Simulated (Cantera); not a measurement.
A closed system holds: 1 mol BN, 3.1 mol H2O, 0.46 mol N2, equilibrated at 2.80 Pa.

Cantera equilibrium calculation (NASA polynomials, part measured and part estimated; ideal gas, pure solids and liquids). Candidate condensed phases: B, BN, B2O3, B3O3H3, H2O; 39 gas species. Rates play no part.

### Question
What share of the B ends up in condensed phases as a function of T (°C), at 500, 600, 700, 800, 900, 1000, 1100, 1200, 1300, 1400, 1500, 1600, 1700?

### Answer
```csv
T (°C),B condensed (%),as
500,99.8,B2O3(l)
600,99.9,B2O3(l)
700,99.2,B2O3(l)
800,94.8,B2O3(l)
900,73.6,B2O3(l)
1000,2.6,B2O3(l)
1100,0.0,-
1200,0.0,-
1300,0.0,-
1400,0.0,-
1500,0.0,-
1600,0.0,-
1700,0.0,-
```
